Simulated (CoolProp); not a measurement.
Hydrogen chloride along the isobar 0.997 MPa: density (kg/m³) from the reference equation and from simpler models built on Tc = 324.7 K, pc = 8.314 MPa, ω = 0.130; each cubic takes its own stable root.

The numbers come from the reference Helmholtz-energy equation of state, Thol 2018 in CoolProp.

```tsv
T (K)	phase	reference
201.9	liquid	1152
235.8	liquid	1056
269.6	gas	17.76
303.5	gas	15.28
337.3	gas	13.51
371.2	gas	12.14
405.1	gas	11.04
438.9	gas	10.14
472.8	gas	9.376
506.6	gas	8.724
```

**Question.** How far does each simpler model (van der Waals, Redlich-Kwong, Soave-Redlich-Kwong, Peng-Robinson) lie from the reference over these 10 states: mean and median of the absolute difference, and the worst?

**Answer.** 
- van der Waals: mean 14.5 %, median 0.6 %, worst -98.1 % at 235.8 K and 0.997 MPa
- Redlich-Kwong: mean 3.0 %, median 0.2 %, worst -14.5 % at 235.8 K and 0.997 MPa
- Soave-Redlich-Kwong: mean 2.9 %, median 0.3 %, worst -13.0 % at 235.8 K and 0.997 MPa
- Peng-Robinson: mean 0.3 %, median 0.1 %, worst -1.4 % at 235.8 K and 0.997 MPa

At some of these states van der Waals gives the other phase, because its saturation line lies elsewhere.
